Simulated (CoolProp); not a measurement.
A single-stage vapour-compression cycle with R404A: evaporating at 245.15 K (dew point), condensing at 302.15 K (bubble point), superheat 2 K, subcooling 2 K, compressor efficiency 0.65, no pressure losses. Each further row changes one setting.

The numbers come from the reference Helmholtz-energy equation of state, Lemmon 2003 in CoolProp. It is a pseudo-pure fit of the blend.

```json
[
 {"case": "as stated", "cooling COP": "1.96", "pressure ratio": "6.34", "discharge temperature (K)": "329.9", "refrigerating effect (kJ/kg)": "113", "volumetric capacity (kJ/m³)": "1270"},
 {"case": "evaporating temperature 250.15 K", "cooling COP": "2.25", "pressure ratio": "___", "discharge temperature (K)": "326.9", "refrigerating effect (kJ/kg)": "116", "volumetric capacity (kJ/m³)": "1580"},
 {"case": "condensing temperature 297.15 K", "cooling COP": "2.25", "pressure ratio": "5.57", "discharge temperature (K)": "323.7", "refrigerating effect (kJ/kg)": "121", "volumetric capacity (kJ/m³)": "1360"},
 {"case": "subcooling 7 K", "cooling COP": "___", "pressure ratio": "6.34", "discharge temperature (K)": "329.9", "refrigerating effect (kJ/kg)": "121", "volumetric capacity (kJ/m³)": "1360"},
 {"case": "superheat 12 K", "cooling COP": "1.99", "pressure ratio": "6.34", "discharge temperature (K)": "340.8", "refrigerating effect (kJ/kg)": "121", "volumetric capacity (kJ/m³)": "1300"},
 {"case": "compressor efficiency 0.55", "cooling COP": "1.65", "pressure ratio": "6.34", "discharge temperature (K)": "___", "refrigerating effect (kJ/kg)": "113", "volumetric capacity (kJ/m³)": "1270"}
]
```

Q: Complete the blanks.

A: 
- evaporating temperature 250.15 K, pressure ratio: 5.20
- subcooling 7 K, cooling COP: 2.09
- compressor efficiency 0.55, discharge temperature (K): 339.5
